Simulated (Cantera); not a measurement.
Input: 1 mol Si₃N₄, 0.4 mol N₂O, 7.4 mol H₂, 0.0098 mol O₂, at 0.000975 Torr.

Method: chemical equilibrium by Gibbs-energy minimisation in Cantera with the NASA 1993 tables (ideal gas, pure condensed phases). Candidate condensed phases: H₂O, Si, SiO₂, Si₂N₂O, Si₃N₄; 35 gas species. Kinetics and transport are ignored.

Question: Which condensed phases are stable at each of these points (T (K)): 1348, 1398, 1448, 1498, 1548, 1598, 1648, 1698, 1748, 1798, 1848, 1898, 1948, 1998?

Answer: 
| T (K) | condensed phases | Si condensed (%) |
|---|---|---|
| 1348 | Si(s) | 86.0 |
| 1398 | Si(s) | 85.8 |
| 1448 | Si(s) | 85.2 |
| 1498 | Si(s) | 83.3 |
| 1548 | Si(s) | 77.3 |
| 1598 | Si(s) | 58.8 |
| 1648 | gas only | 0.0 |
| 1698 | gas only | 0.0 |
| 1748 | gas only | 0.0 |
| 1798 | gas only | 0.0 |
| 1848 | gas only | 0.0 |
| 1898 | gas only | 0.0 |
| 1948 | gas only | 0.0 |
| 1998 | gas only | 0.0 |

From 1348 K to 1598 K the condensed part is Si(s). From 1648 K to 1998 K nothing is condensed.
